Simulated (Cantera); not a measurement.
A closed system holds: 1 mol HgO, 0.18 mol O2, a varied amount of H2, held at 1573.15 K and 1.33 mbar.

Cantera equilibrium calculation (NASA polynomials, part measured and part estimated; ideal gas, pure solids and liquids). Candidate condensed phases: H2O, Hg, HgO; 10 gas species. The numbers say what is thermodynamically allowed, not how fast it happens.

x: gas mole fraction; nothing condenses.

```csv
n(H2) (mol),x H2,x H2O,x Hg,x H,x OH
12,0.818,0.105,0.0769,0.00101,4.66e-6
15,0.852,[?],[?],0.00103,[?]
17,0.868,0.0755,0.0555,0.00104,3.27e-6
21,0.892,0.0618,0.0454,0.00105,2.64e-6
25,0.908,0.0523,0.0384,0.00106,2.21e-6
30,0.923,0.0438,0.0322,0.00107,1.84e-6
36,0.935,0.0367,0.0270,0.00108,1.53e-6
42,0.944,[?],[?],0.00108,[?]
51,0.954,0.0261,0.0192,0.00109,1.08e-6
60,0.960,0.0223,0.0164,0.00109,9.16e-7
72,0.967,0.0186,0.0137,0.00110,7.63e-7
86,0.972,0.0156,0.0115,0.00110,6.39e-7
```

Question: Some entries are withheld; supply them.

Answer: 
- 15, x H2O: 0.0850
- 15, x Hg: 0.0625
- 15, x OH: 3.71e-6
- 42, x H2O: 0.0316
- 42, x Hg: 0.0232
- 42, x OH: 1.31e-6
